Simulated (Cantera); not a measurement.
A Cantera script and what it prints.

```python
import numpy as np
import cantera as ct

gas_names = """
    CL CL2 H HCL H2 Si SiCL SiCL2 SiCL3 SiCL4 SiH SiHCL3 SiH2 SiH2CL2 SiH3 SiH3CL SiH4 Si2 Si3
""".split()
cond_names = """
    Si(cr) Si(L)
""".split()


# ... load() reads the species with a 1 bar reference pressure and builds the phases ...
atoms = {
    'Si': {'Si': 1},
    'HCl': {'H': 1, 'CL': 1},
    'H2': {'H': 2},
}
top_T = {}  # K; cautious upper limits of use, not melting points


# ... equilibrate(T, P, feed) seeds the gas with the atoms and calls Mixture.equilibrate('TP', solver="vcs", rtol=1e-11, max_steps=5000) ...
results = []
feed = {'Si': 1, 'HCl': 5.5, 'H2': 0.7}  # mol
T = 873.15  # K
P = 100000  # Pa
mix = equilibrate(T, P, feed)
results.append((T, P, feed, dict(zip(mix.species_names, mix.species_moles))))
print(gas.report(threshold=0.0001))
for i in range(1, mix.n_phases):
    print(f"{mix.phase(i).name:16s} {mix.phase_moles(i):12.5e} mol")
```

It prints:

```
       temperature   873.15 K
          pressure   1e+05 Pa
           density   0.6093 kg/m^3
  mean mol. weight   44.234 kg/kmol
   phase of matter   gas

                          1 kg             1 kmol
                     ---------------   ---------------
          enthalpy       -2.9204e+06       -1.2918e+08  J
   internal energy       -3.0845e+06       -1.3644e+08  J
           entropy            5426.4        2.4003e+05  J/K
    Gibbs function       -7.6584e+06       -3.3876e+08  J
 heat capacity c_p            1009.7             44664  J/K
 heat capacity c_v            821.75             36349  J/K

                      mass frac. Y      mole frac. X     chem. pot. / RT
                     ---------------   ---------------   ---------------
               HCL           0.23836            0.2892           -37.902
                H2          0.023631           0.51849           -17.836
             SiCL4           0.73574           0.19157           -137.64
            SiHCL3          0.002256        0.00073676           -117.57
     [  +15 minor]        8.9199e-06        2.9999e-06

Si(cr)            0.00000e+00 mol
```

Method: chemical equilibrium by Gibbs-energy minimisation in Cantera with the NASA 1993 tables (ideal gas, pure condensed phases).
